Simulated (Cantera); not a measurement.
## Counterflow diffusion flame

A counterflow diffusion flame at 750 Torr, nozzles 20 mm apart: fuel side CH₄ : H₂ = 1 : 0.15 (molar parts) at 473 K, oxidiser side O₂ : N₂ = 0.24 : 0.76 (molar parts) at 675 K, fuel mass flux 0.75 times the oxidiser's; mixture-averaged transport, no radiation.

Detailed kinetics in Cantera: GRI-Mech 3.0 (53 species, 325 reactions). GRI-Mech 3.0 has no aromatics or soot, which form on the fuel side of real flames. The maximum strain rate includes the flame's own expansion and is several times the mean.

```json
[
 {"oxidiser flux (kg/m²/s)": "0.6", "max strain (1/s)": "504", "mean strain (1/s)": "120", "T max (K)": "2285", "peak x OH": "0.0141", "peak x H": "0.00784", "peak x NO": "0.000394", "peak x CO": "0.0723", "peak x C₂H₂": "0.0174"},
 {"oxidiser flux (kg/m²/s)": "0.95", "max strain (1/s)": "765", "mean strain (1/s)": "191", "T max (K)": "2262", "peak x OH": "0.0139", "peak x H": "0.00830", "peak x NO": "0.000339", "peak x CO": "0.0702", "peak x C₂H₂": "0.0165"},
 {"oxidiser flux (kg/m²/s)": "1.5", "max strain (1/s)": "1170", "mean strain (1/s)": "301", "T max (K)": "2244", "peak x OH": "0.0137", "peak x H": "0.00880", "peak x NO": "0.000287", "peak x CO": "0.0688", "peak x C₂H₂": "0.0156"},
 {"oxidiser flux (kg/m²/s)": "2.4", "max strain (1/s)": "1810", "mean strain (1/s)": "481", "T max (K)": "2218", "peak x OH": "0.0133", "peak x H": "0.00918", "peak x NO": "0.000228", "peak x CO": "0.0675", "peak x C₂H₂": "0.0144"},
 {"oxidiser flux (kg/m²/s)": "3.8", "max strain (1/s)": "2780", "mean strain (1/s)": "762", "T max (K)": "2185", "peak x OH": "0.0125", "peak x H": "0.00936", "peak x NO": "0.000168", "peak x CO": "0.0666", "peak x C₂H₂": "0.0128"},
 {"oxidiser flux (kg/m²/s)": "6", "max strain (1/s)": "4270", "mean strain (1/s)": "1200", "T max (K)": "2144", "peak x OH": "0.0115", "peak x H": "0.00925", "peak x NO": "0.000111", "peak x CO": "0.0662", "peak x C₂H₂": "0.0107"},
 {"oxidiser flux (kg/m²/s)": "9.6", "max strain (1/s)": "6640", "mean strain (1/s)": "1930", "T max (K)": "2082", "peak x OH": "0.00981", "peak x H": "0.00851", "peak x NO": "5.74e-5", "peak x CO": "0.0661", "peak x C₂H₂": "0.00775"}
]
```
x: mole fraction; the columns are a selection and need not sum to one.
